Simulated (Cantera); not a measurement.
## Pyrogenic steam for wet oxidation

A perfectly stirred reactor is fed with H₂ : O₂ : N₂ = 1.5 : 1 : 0.87 (molar parts), equivalence ratio 0.75, at 13300 Pa; it is held at 1050 K, and followed from long to short residence time.

Detailed kinetics in Cantera: the H2/O2 subset of GRI-Mech 3.0, which has no nitrogen chemistry. The temperature is held fixed by assumption; the heat of reaction is taken as removed at once.

```tsv
τ (s)	x H₂	x O₂	x H₂O₂	x HO₂	x H₂O
0.35	0.00316	0.0967	3.44e-6	3.04e-5	0.568
0.18	0.00464	0.0973	3.77e-6	3.49e-5	0.566
0.097	0.00659	0.0982	4.00e-6	3.87e-5	0.563
0.051	0.00945	0.0994	4.17e-6	4.23e-5	0.559
0.027	0.0134	0.101	4.28e-6	4.55e-5	0.553
0.014	0.0192	0.104	4.34e-6	4.84e-5	0.545
0.0076	0.0265	0.107	4.34e-6	5.09e-5	0.533
```
x: mole fraction; the columns are a selection and need not sum to one.
